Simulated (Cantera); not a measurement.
Charge: 1 mol Fe, a varied amount of SO2, 94 mol CO, 0.66 mol CO2, equilibrated at 777 °C and 36.0 mbar.

Method: chemical equilibrium by Gibbs-energy minimisation in Cantera with the NASA 1993 tables (ideal gas, pure condensed phases). Candidate condensed phases: C, Fe, Fe(CO)5, FeO, FeS, FeSO4, FeS2, Fe2O3, Fe2(SO4)3, Fe3O4, S; 25 gas species. Mutual solubility and eutectic melting of coexisting phases are not modelled. FeS: taken at fixed stoichiometry. Gases not in the tables: S3 to S7. The numbers say what is thermodynamically allowed, not how fast it happens.

x: gas mole fraction; n: condensed amount in mol.

| n(SO2) (mol) | x CO | x CO2 | x COS | x S2 | n Fe(α) | n FeS(s) |
|---|---|---|---|---|---|---|
| 0.38 | 0.985 | 0.0150 | 5.00e-5 | 1.09e-8 | 0.625 | 0.375 |
| 0.86 | 0.975 | 0.0251 | 4.95e-5 | 1.09e-8 | 0.145 | 0.855 |
| 1.3 | 0.962 | 0.0345 | 0.00297 | 4.02e-5 | 0 | 1.00 |
| 1.8 | 0.947 | 0.0453 | 0.00736 | 0.000256 | 0 | 1.00 |
| 2.3 | 0.931 | 0.0561 | 0.0114 | 0.000631 | 0 | 1.00 |
| 2.8 | 0.916 | … | … | … | 0 | 1.00 |
| 3.3 | 0.901 | 0.0776 | 0.0185 | 0.00179 | 0 | 1.00 |
| 3.7 | 0.889 | … | … | … | 0 | 1.00 |
| 4.2 | 0.874 | 0.0968 | 0.0243 | 0.00326 | 0 | 1.00 |

Question: Some entries are withheld; supply them.

Answer: 
- 2.8, x CO2: 0.0669
- 2.8, x COS: 0.0151
- 2.8, x S2: 0.00115
- 3.7, x CO2: 0.0862
- 3.7, x COS: 0.0212
- 3.7, x S2: 0.00240
